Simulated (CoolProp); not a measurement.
Saturation properties of fluoroethane (R161).

Values from CoolProp's reference Helmholtz-energy equation of state, Wu 2012.

| T (K) | p (MPa) | enthalpy of vaporisation (kJ/kg) | liquid cp (kJ/(kg K)) | vapour Z | surface tension (mN/m) |
|---|---|---|---|---|---|
| 236.3 | 0.1046 | 424.1 | 1.965 | 0.9652 | 17.9 |
| 248 | 0.1735 | 411.0 | 2.006 | 0.9496 | 16.2 |
| 259.7 | 0.2732 | 396.9 | 2.057 | 0.9300 | ___ |
| 271.4 | 0.4121 | 381.4 | 2.118 | 0.9063 | 12.9 |
| 283.1 | 0.5988 | ___ | 2.188 | 0.8781 | 11.3 |
| 294.8 | 0.8428 | 345.7 | 2.269 | 0.8452 | 9.74 |
| 306.5 | ___ | 324.8 | 2.364 | 0.8072 | 8.18 |
| 318.2 | 1.542 | 301.4 | 2.480 | 0.7634 | 6.65 |
| 329.9 | 2.018 | ___ | 2.633 | ___ | ___ |
| 341.6 | 2.596 | 243.9 | ___ | 0.6531 | 3.70 |
| 353.3 | 3.292 | 205.8 | 3.364 | 0.5806 | ___ |

### Question
What belongs in the gaps?

### Answer

- 259.7, surface tension (mN/m): 14.6
- 283.1, enthalpy of vaporisation (kJ/kg): 364.4
- 306.5, p (MPa): 1.154
- 329.9, enthalpy of vaporisation (kJ/kg): 274.8
- 329.9, vapour Z: 0.7126
- 329.9, surface tension (mN/m): 5.15
- 341.6, liquid cp (kJ/(kg K)): 2.872
- 353.3, surface tension (mN/m): 2.30

It boils at 235.6 K under 1 atm.

Surface tension comes from a separate correlation (Mulero 2012).
